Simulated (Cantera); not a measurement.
Standard-state values (1 bar) from the NASA 1993 polynomials, evaluated with Cantera. Values are per mole of reaction as written; species without (g) are pure solids or liquids, kept so even where they would boil at 1 bar.

### Question
Between 2450 and 2550 K, where is each reaction favourable under standard conditions?
- 4 H(g) + ZrO₂(g) = 2 H₂O(g) + Zr

### Answer
- 4 H(g) + ZrO₂(g) = 2 H₂O(g) + Zr: ΔG° is -209 kJ at 2450 K and -174 kJ at 2550 K; it stays negative (K > 1). ΔH° is -1080 kJ and ΔS° -356 J/K at 2550 K.
